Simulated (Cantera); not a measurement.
Cantera run:

```python
import numpy as np
import cantera as ct

gas_names = [...]  # 148 gases of nasa_gas.yaml made of Al, C, H, N, O
cond_names = """
    AL(cr) AL(L) ALN(s) AL2O3(a) AL2O3(L) C(gr) C6H6(L) C7H8(L) C8H18(L),n-octa H2O(s) H2O(L)
""".split()


# ... load() reads the species with a 1 bar reference pressure and builds the phases ...
atoms = {
    'Al(CH3)3': {'AL': 1, 'C': 3, 'H': 9},
    'H2O': {'H': 2, 'O': 1},
    'N2': {'N': 2},
}
top_T = {'ALN(s)': 2750, 'C(gr)': 4500}  # K; cautious upper limits of use, not melting points


# ... equilibrate(T, P, feed) seeds the gas with the atoms and calls Mixture.equilibrate('TP', solver="vcs", rtol=1e-11, max_steps=5000) ...
results = []
feed = {'Al(CH3)3': 1, 'H2O': 0.68, 'N2': 42}  # mol
T = 1348  # K
P = 89000  # Pa
mix = equilibrate(T, P, feed)
results.append((T, P, feed, dict(zip(mix.species_names, mix.species_moles))))
x = sorted(zip(gas.X, gas.species_names), reverse=True)
print(f"T = {T:g} K  P = {P:g} Pa  gas = {mix.phase_moles(0):.4g} mol")
print("   x: " + "  ".join(f"{s} {v:.3e}" for v, s in x if v > 0.0001))
print("   condensed (mol): " + ("  ".join(f"{mix.phase(i).name} {mix.phase_moles(i):.4g}"
      for i in range(1, mix.n_phases) if mix.phase_moles(i) > 1e-12) or "none"))
```

Result:

```
T = 1348 K  P = 89000 Pa  gas = 46.96 mol
   x: N2 8.878e-01  H2 1.101e-01  CO 1.878e-03  HCN 1.001e-04
   condensed (mol): ALN(s) 0.6055  AL2O3(a) 0.1973  C(gr) 2.904
```

These are equilibrium values from Cantera (NASA tables, ideal gas, pure condensed phases), not measurements of a reactor. The feed counts by its element totals alone. Mutual solubility and eutectic melting of coexisting phases are not modelled.
